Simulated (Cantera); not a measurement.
Charge: 1 mol BCl3, 9.5 mol O2, 6.9 mol N2, at 28.0 Pa.

Method: chemical equilibrium by Gibbs-energy minimisation in Cantera with the NASA 1993 tables (ideal gas, pure condensed phases). Candidate condensed phases: B, BN, B2O3; 25 gas species. The tables' values for BOCl are old estimates; treat these amounts as uncertain. Rates play no part.

**Question.** At 2100 K, list the 5 most abundant gas species with their mole fractions, and the condensed phases.

**Answer.** O2 0.403, N2 0.343, Cl 0.151, O 0.0527, BO2 0.0307. Condensed: gas only.
